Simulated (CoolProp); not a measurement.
A simple Rankine cycle with R123: condensing at 306.15 K, boiler at 1.28 MPa, turbine inlet 401.5 K, turbine efficiency 0.8, pump efficiency 0.7, no recuperator. Each further row changes one setting.

The numbers come from the reference Helmholtz-energy equation of state, Younglove 1994 in CoolProp. It is a modified Benedict-Webb-Rubin equation, recast in Helmholtz form.

```tsv
case	thermal efficiency (%)	net work (kJ/kg)	heat in (kJ/kg)	turbine exit temperature (K)	volume ratio over the turbine
as stated	14.3	31.7	222	336.5	11.1
turbine inlet 421.5 K	14.3	34.4	240	358.1	10.7
condensing temperature 298.15 K	15.5	35.5	230	330.4	14.6
boiler pressure 0.896 MPa	12.6	28.8	229	349.8	7.32
turbine efficiency 0.7	12.4	27.6	222	342.1	11.3
```
